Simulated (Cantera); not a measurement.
## Adiabatic ignition

An adiabatic, constant-pressure homogeneous reactor starts with 8.04 % CH3OH, 18.8 % O2, 70.8 % N2, 2.33 % CO2, equivalence ratio 0.64, at 1648 K and 0.620 bar.

Computed with Cantera and GRI-Mech 3.0 (53 species, 325 reactions). GRI-Mech 3.0 was tuned for natural gas; its chemistry of methanol as a main component is partial and can be far from experiment.

```tsv
t (s)	T (K)	x CH3OH	x O2	x CO2	x C2H2	x H2O	x C2H6	x CH2CO
3.00e-6	1648	0.0803	0.188	0.0233	9.65e-11	5.60e-5	1.96e-9	1.36e-12
7.57e-6	1648	0.0800	0.188	0.0233	2.58e-10	0.000153	2.47e-8	1.21e-11
1.91e-5	1648	0.0793	0.187	0.0233	7.58e-10	0.000504	1.82e-7	1.76e-10
4.82e-5	1655	0.0746	0.185	0.0233	3.44e-9	0.00324	3.97e-7	4.77e-9
0.000122	1905	0.0169	0.141	0.0238	1.37e-7	0.0624	1.36e-7	1.16e-6
0.000307	2359	<1e-12	0.0730	0.0638	<1e-12	0.122	<1e-12	<1e-12
0.000775	2547	<1e-12	0.0698	0.0737	<1e-12	0.132	<1e-12	<1e-12
0.00195	2583	<1e-12	0.0683	0.0762	<1e-12	0.134	<1e-12	<1e-12
0.00493	2580	<1e-12	0.0668	0.0763	<1e-12	0.134	<1e-12	<1e-12
0.0124	2575	<1e-12	0.0645	0.0765	<1e-12	0.135	<1e-12	<1e-12
0.0314	2572	<1e-12	0.0633	0.0766	<1e-12	0.135	<1e-12	<1e-12
0.0793	2572	<1e-12	0.0632	0.0766	<1e-12	0.135	<1e-12	<1e-12
0.200	2572	<1e-12	0.0632	0.0766	<1e-12	0.135	<1e-12	<1e-12
```
x: mole fraction; the columns are a selection and need not sum to one.

```json
{
  "time_of_steepest_temperature_rise": "0.132 ms",
  "temperature at 0.200 s": "2572 K",
  "equilibrium_temperature": "2572 K",
  "x(CH3OH) at 0.200 s": "<1e-12 (gas-phase equilibrium <1e-12)",
  "x(O2) at 0.200 s": "0.0632 (gas-phase equilibrium 0.0632)",
  "x(CO2) at 0.200 s": "0.0766 (gas-phase equilibrium 0.0766)"
}
```
